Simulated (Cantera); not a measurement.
SiHCl3 + NH3 + N2 (silicon nitride deposition)

Feed: 1 mol SiHCl3, 15 mol NH3, 60 mol N2, equilibrated at 0.000760 bar.

Cantera equilibrium calculation (NASA polynomials, part measured and part estimated; ideal gas, pure solids and liquids). Candidate condensed phases: NH4Cl, Si, Si3N4; 28 gas species. The tables' values for SiCl, SiN are old estimates; treat these amounts as uncertain. Rates play no part.

```json
[
 {"T (K)": "1323", "x N2": "0.732", "x H2": "0.236", "x HCl": "0.0325", "x H": "2.79e-5", "n Si3N4(s)": "0.328", "n Si(s)": "0", "n Si(l)": "0"},
 {"T (K)": "1373", "x N2": "0.732", "x H2": "0.236", "x HCl": "0.0320", "x H": "5.86e-5", "n Si3N4(s)": "0.321", "n Si(s)": "0", "n Si(l)": "0"},
 {"T (K)": "1423", "x N2": "0.732", "x H2": "0.236", "x HCl": "0.0311", "x H": "0.000117", "n Si3N4(s)": "0.308", "n Si(s)": "0", "n Si(l)": "0"},
 {"T (K)": "1473", "x N2": "0.732", "x H2": "0.237", "x HCl": "0.0296", "x H": "0.000223", "n Si3N4(s)": "0.285", "n Si(s)": "0", "n Si(l)": "0"},
 {"T (K)": "1523", "x N2": "0.732", "x H2": "0.237", "x HCl": "0.0273", "x H": "0.000409", "n Si3N4(s)": "0.251", "n Si(s)": "0", "n Si(l)": "0"},
 {"T (K)": "1573", "x N2": "0.732", "x H2": "0.238", "x HCl": "0.0245", "x H": "0.000720", "n Si3N4(s)": "0.206", "n Si(s)": "0", "n Si(l)": "0"},
 {"T (K)": "1623", "x N2": "0.732", "x H2": "0.239", "x HCl": "0.0212", "x H": "0.00123", "n Si3N4(s)": "0.153", "n Si(s)": "0", "n Si(l)": "0"},
 {"T (K)": "1673", "x N2": "0.732", "x H2": "0.239", "x HCl": "0.0201", "x H": "0.00202", "n Si3N4(s)": "0", "n Si(s)": "0.370", "n Si(l)": "0"},
 {"T (K)": "1723", "x N2": "0.731", "x H2": "0.237", "x HCl": "0.0202", "x H": "0.00322", "n Si3N4(s)": "0", "n Si(s)": "0", "n Si(l)": "0.302"},
 {"T (K)": "1773", "x N2": "0.729", "x H2": "0.236", "x HCl": "0.0204", "x H": "0.00501", "n Si3N4(s)": "0", "n Si(s)": "0", "n Si(l)": "0.163"},
 {"T (K)": "1823", "x N2": "0.727", "x H2": "0.233", "x HCl": "0.0213", "x H": "0.00759", "n Si3N4(s)": "0", "n Si(s)": "0", "n Si(l)": "0"},
 {"T (K)": "1873", "x N2": "0.724", "x H2": "0.229", "x HCl": "0.0235", "x H": "0.0112", "n Si3N4(s)": "0", "n Si(s)": "0", "n Si(l)": "0"}
]
```
x: gas mole fraction; n: condensed amount in mol.

From 1323 K to 1623 K the condensed part is Si3N4(s). At 1673 K the condensed part is Si(s). From 1723 K to 1773 K the condensed part is Si(l). From 1823 K to 1873 K nothing is condensed. The main Si-bearing gas is SiCl2 at 1323 K and Si at 1873 K.
